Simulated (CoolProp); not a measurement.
Vapour-liquid equilibrium of hexamethyldisiloxane (MM) (1) + toluene (2) at 31.55 °C; x and y are mole fractions of (1).

Values from CoolProp's multi-fluid Helmholtz-energy mixture model, Thol 2016 and Lemmon 2006; pair parameters Bell 2016.

| x | bubble pressure (kPa) | y at the bubble point | dew pressure at overall composition x (kPa) | liquid density (mol/L) |
|---|---|---|---|---|
| 0.05 | 5.533 | 0.092 | 5.417 | 8.901 |
| 0.2 | 6.196 | 0.311 | 5.848 | 7.877 |
| 0.35 | 6.723 | 0.471 | 6.324 | 7.030 |
| 0.5 | 7.126 | 0.599 | 6.818 | 6.322 |
| 0.65 | 7.422 | 0.711 | 7.271 | 5.722 |
| 0.8 | 7.620 | 0.824 | 7.587 | 5.209 |
| 0.95 | 7.706 | 0.951 | 7.706 | 4.768 |

No azeotrope shows between x = 0.05 and 0.95.

Pair parameters are fitted to limited data, so mixtures are less certain than the pure fluids.
